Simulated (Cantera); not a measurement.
# Low-pressure radical oxidation in H2/O2

A perfectly stirred reactor is fed with 12.2 % H₂, 31.3 % O₂, 56.4 % N₂, at 1330 Pa; it is held at 1225 K, and followed from long to short residence time.

Cantera simulation using the H2/O2 subset of GRI-Mech 3.0, which has no nitrogen chemistry; the numbers are that mechanism's predictions, not measurements. Radical loss at walls, strong at low pressure, is not modelled. The temperature is held fixed by assumption; the heat of reaction is taken as removed at once.

| τ (s) | x H₂ | x O₂ | x H₂O | x H | x O | x HO₂ | x OH |
|---|---|---|---|---|---|---|---|
| 17 | 0.000153 | 0.268 | 0.130 | 8.24e-5 | 0.000514 | 8.19e-7 | 0.000774 |
| 7.6 | 0.000259 | 0.268 | 0.129 | 0.000184 | 0.000879 | 1.11e-6 | 0.00101 |
| 3.5 | 0.000429 | 0.268 | 0.129 | 0.000398 | 0.00147 | 1.42e-6 | 0.00131 |
| 1.6 | 0.000710 | 0.267 | 0.128 | 0.000859 | 0.00245 | 1.73e-6 | 0.00169 |
| 0.74 | 0.00115 | 0.266 | 0.126 | 0.00181 | 0.00402 | 2.02e-6 | 0.00216 |
| 0.34 | 0.00185 | 0.265 | 0.124 | 0.00376 | 0.00652 | 2.25e-6 | 0.00275 |
| 0.16 | 0.00285 | 0.263 | 0.120 | 0.00734 | 0.0102 | 2.40e-6 | 0.00341 |
| 0.071 | 0.00432 | 0.260 | 0.114 | 0.0140 | 0.0156 | 2.47e-6 | 0.00418 |
| 0.033 | 0.00602 | 0.257 | 0.106 | 0.0228 | 0.0216 | 2.46e-6 | 0.00486 |
| 0.015 | 0.00803 | 0.254 | 0.0977 | 0.0323 | 0.0269 | 2.40e-6 | 0.00543 |
| 0.0069 | 0.0107 | 0.254 | 0.0902 | 0.0395 | 0.0297 | 2.34e-6 | 0.00592 |
x: mole fraction; the columns are a selection and need not sum to one.
